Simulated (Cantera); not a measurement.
**Ignition delay**

Mixture: 4.21 % CH₄, 18.7 % O₂, 56.0 % N₂, 21.1 % H₂O, equivalence ratio 0.45, at 1.40 bar, adiabatic and at constant volume. Ignition delay is the time to a rise of 400 K.

Cantera simulation using GRI-Mech 3.0 (53 species, 325 reactions); the numbers are that mechanism's predictions, not measurements.

```json
[
 {"T0 (K)": "1098", "delay (ms)": "104"},
 {"T0 (K)": "1148", "delay (ms)": "51.4"},
 {"T0 (K)": "1198", "delay (ms)": "26.2"},
 {"T0 (K)": "1248", "delay (ms)": "13.8"},
 {"T0 (K)": "1298", "delay (ms)": "7.46"},
 {"T0 (K)": "1348", "delay (ms)": "4.12"},
 {"T0 (K)": "1398", "delay (ms)": "2.33"},
 {"T0 (K)": "1448", "delay (ms)": "1.35"}
]
```

The apparent activation energy between 1348 and 1448 K comes out as 180 kJ/mol.
